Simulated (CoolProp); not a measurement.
The fluid at 298.15 K and 0.00494 MPa (gas) is heated at constant pressure to 448.6 K. The same conditions are run with several fluids, on thermodynamics alone (safety and materials aside).

Computed with CoolProp (reference Helmholtz-energy equation of state of each fluid (cyclohexane: Zhou 2014; oxygen: Schmidt 1985; sulfur hexafluoride: Guder 2009; 1,2-dichloroethane: Thol 2015; cyclopropane: Polt 1992)). The equations of Platzer and Polt are older, rougher fits.

```csv
fluid,heat (kJ/kg),final density (kg/m³)
cyclohexane,248,0.112
oxygen,…,…
sulfur hexafluoride,…,0.193
"1,2-dichloroethane",136,…
cyclopropane,255,0.0557
```

Q: What belongs in the gaps?

A: 
- oxygen, heat (kJ/kg): 141
- oxygen, final density (kg/m³): 0.0424
- sulfur hexafluoride, heat (kJ/kg): 115
- 1,2-dichloroethane, final density (kg/m³): 0.131

Above 300 K oxygen's equation is extrapolated.
